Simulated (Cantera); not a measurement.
Charge: 1 mol BCl₃, 6 mol H₂, 0.29 mol O₂, equilibrated at 923.15 K and 55.5 Torr.

Method: chemical equilibrium by Gibbs-energy minimisation in Cantera with the NASA 1993 tables (ideal gas, pure condensed phases). Candidate condensed phases: B, B₂O₃, B₃O₃H₃, H₂O; 33 gas species. Gases not in the tables: BHCl₂. The numbers say what is thermodynamically allowed, not how fast it happens.

Base state: H₂ 0.753, HCl 0.161, BCl₃ 0.0724, B₃O₃Cl₃ 0.0129, B₃O₃H₃ 2.92e-5 (mole fractions); condensed: B₂O₃(l).

Task: What changes in the equilibrium state with this change: BCl₃ replaced by B?

Result: 
```tsv
species	before	after
H₂	0.753	0.999
B₃O₃H₃	2.92e-5	0.00149
HCl	0.161	0
BCl₃	0.0724	0
B₃O₃Cl₃	0.0129	0
B₂O₃(l), mol	0.101	0.184
B(s), mol	0	0.604
```
